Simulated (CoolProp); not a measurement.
Vapour-liquid equilibrium of CH2F2 (R32) (1) + R152A (2) at 2.24 bar; x and y are mole fractions of (1).

Values from CoolProp's multi-fluid Helmholtz-energy mixture model, Tillner-Roth 1997 and Outcalt 1996; pair parameters Bell 2016.

```json
[
 {"x": "0.05", "bubble temperature, mixture model (K)": "265.9", "bubble temperature, Raoult's law (K)": "265.9", "y, mixture model": "0.136", "y, Raoult's law": "0.143"},
 {"x": "0.125", "bubble temperature, mixture model (K)": "262.2", "bubble temperature, Raoult's law (K)": "262.3", "y, mixture model": "0.303", "y, Raoult's law": "0.315"},
 {"x": "0.2", "bubble temperature, mixture model (K)": "259.0", "bubble temperature, Raoult's law (K)": "259.0", "y, mixture model": "0.434", "y, Raoult's law": "0.450"},
 {"x": "0.275", "bubble temperature, mixture model (K)": "256.1", "bubble temperature, Raoult's law (K)": "256.1", "y, mixture model": "0.540", "y, Raoult's law": "0.557"},
 {"x": "0.35", "bubble temperature, mixture model (K)": "253.5", "bubble temperature, Raoult's law (K)": "253.6", "y, mixture model": "0.626", "y, Raoult's law": "0.644"},
 {"x": "0.425", "bubble temperature, mixture model (K)": "251.1", "bubble temperature, Raoult's law (K)": "251.2", "y, mixture model": "0.698", "y, Raoult's law": "0.715"},
 {"x": "0.5", "bubble temperature, mixture model (K)": "249.0", "bubble temperature, Raoult's law (K)": "249.1", "y, mixture model": "0.758", "y, Raoult's law": "0.774"},
 {"x": "0.575", "bubble temperature, mixture model (K)": "247.1", "bubble temperature, Raoult's law (K)": "247.1", "y, mixture model": "0.810", "y, Raoult's law": "0.824"},
 {"x": "0.65", "bubble temperature, mixture model (K)": "245.3", "bubble temperature, Raoult's law (K)": "245.3", "y, mixture model": "0.854", "y, Raoult's law": "0.867"},
 {"x": "0.725", "bubble temperature, mixture model (K)": "243.6", "bubble temperature, Raoult's law (K)": "243.6", "y, mixture model": "0.892", "y, Raoult's law": "0.903"},
 {"x": "0.8", "bubble temperature, mixture model (K)": "242.1", "bubble temperature, Raoult's law (K)": "242.1", "y, mixture model": "0.926", "y, Raoult's law": "0.934"},
 {"x": "0.875", "bubble temperature, mixture model (K)": "240.7", "bubble temperature, Raoult's law (K)": "240.6", "y, mixture model": "0.956", "y, Raoult's law": "0.962"},
 {"x": "0.95", "bubble temperature, mixture model (K)": "239.3", "bubble temperature, Raoult's law (K)": "239.3", "y, mixture model": "0.983", "y, Raoult's law": "0.986"}
]
```

The largest gap from Raoult's law is -0.1 K in bubble temperature, at x = 0.35. No azeotrope shows between x = 0.05 and 0.95.

The pair parameters rest on a limited set of measurements; away from them the model extrapolates.
